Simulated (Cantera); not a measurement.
Feed: 1 mol LiOH, 0.77 mol H2, a varied amount of H2O, at 1350 K and 1.40 mbar.

These are equilibrium values from Cantera (NASA tables, ideal gas, pure condensed phases), not measurements of a reactor. Candidate condensed phases: H2O, Li, LiH, LiOH, Li2O; 17 gas species. Rates play no part.

Question: What share of the Li ends up in condensed phases as a function of n(H2O) (mol), at 0.62, 1.2, 1.8, 2.4, 3, 3.6, 4.2, 4.8, 5.3, 5.9?

Answer: 
```tsv
n(H2O) (mol)	Li condensed (%)	as
0.62	75.7	Li2O(s)
1.2	65.7	Li2O(s)
1.8	55.4	Li2O(s)
2.4	45.2	Li2O(s)
3	35.0	Li2O(s)
3.6	24.8	Li2O(s)
4.2	14.6	Li2O(s)
4.8	4.5	Li2O(s)
5.3	0.0	-
5.9	0.0	-
```
